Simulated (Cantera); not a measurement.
Input (Python, Cantera):

```python
import numpy as np
import cantera as ct

gas = ct.Solution("h2o2.yaml")
gas.TPX = 975, 100000, {'H2': 1.4, 'O2': 1, 'N2': 5.9}
reactor = ct.IdealGasConstPressureReactor(gas, energy="off", clone=False)
net = ct.ReactorNet([reactor])
net.rtol, net.atol = 1e-08, 1e-18
show = ['H2', 'O2', 'H2O2', 'HO2', 'OH', 'O']
times = np.geomspace(0.0001, 6, 11)

steps = ct.SolutionArray(gas, extra=["t"])
rows = []
print(f"{'t/s':>10s}{'T/K':>9s}{'P/Pa':>11s}" + "".join(f"{s:>11s}" for s in show))
for t in times:
    while net.time < t:
        t_next = net.step()
        steps.append(gas.state, t=t_next)
    rows.append([np.interp(t, steps.t, y) for y in (steps.T, steps.P, *steps(*show).X.T)])
    print(f"{t:10.3e}{rows[-1][0]:9.1f}{rows[-1][1]:11.4g}" + "".join(f"{x:11.3e}" for x in rows[-1][2:]))
rate = np.gradient(steps.T, steps.t)
print("integrator steps:", len(steps.t))
if steps.T.max() > steps.T[0] + 200:
    print(f"time of steepest temperature rise: {steps.t[rate.argmax()]:.4e} s")
gas.TPX = 975, 100000, {'H2': 1.4, 'O2': 1, 'N2': 5.9}
gas.equilibrate("TP")
print(f"equilibrium (TP): T = {gas.T:.1f} K  " + "  ".join(f"{s} {gas[s].X[0]:.3e}" for s in show))
```

It prints:

```
       t/s      T/K       P/Pa         H2         O2       H2O2        HO2         OH          O
 1.000e-04    975.0      1e+05  1.687e-01  1.205e-01  1.634e-11  5.400e-09  5.623e-11  1.843e-10
 3.005e-04    975.0      1e+05  1.687e-01  1.205e-01  1.098e-09  1.883e-07  1.354e-09  4.442e-09
 9.029e-04    975.0      1e+05  1.018e-01  8.847e-02  4.301e-06  1.053e-04  3.215e-04  3.504e-04
 2.713e-03    975.0      1e+05  6.712e-02  7.165e-02  7.919e-05  3.488e-05  6.560e-08  8.843e-08
 8.152e-03    975.0      1e+05  6.662e-02  7.138e-02  1.278e-04  4.018e-05  1.118e-07  1.417e-07
 2.449e-02    975.0      1e+05  6.345e-02  6.978e-02  2.571e-04  5.279e-05  2.647e-07  2.898e-07
 7.360e-02    975.0      1e+05  5.052e-02  6.357e-02  2.709e-04  5.123e-05  3.140e-07  3.100e-07
 2.212e-01    975.0      1e+05  2.609e-02  5.190e-02  1.662e-04  3.865e-05  2.929e-07  2.494e-07
 6.645e-01    975.0      1e+05  4.012e-03  4.137e-02  3.407e-05  1.662e-05  2.616e-07  1.354e-07
 1.997e+00    975.0      1e+05  2.419e-04  3.959e-02  7.230e-07  2.340e-06  7.380e-08  7.063e-09
 6.000e+00    975.0      1e+05  3.315e-05  3.949e-02  2.583e-08  4.287e-07  1.996e-08  3.367e-10
integrator steps: 1980
equilibrium (TP): T = 975.0 K  H2 3.799e-11  O2 3.947e-02  H2O2 7.423e-11  HO2 2.394e-10  OH 6.245e-08  O 1.443e-11
```

Model: the H2/O2 subset of GRI-Mech 3.0, which has no nitrogen chemistry, integrated in Cantera. The temperature is held fixed by assumption; the heat of reaction is taken as removed at once.
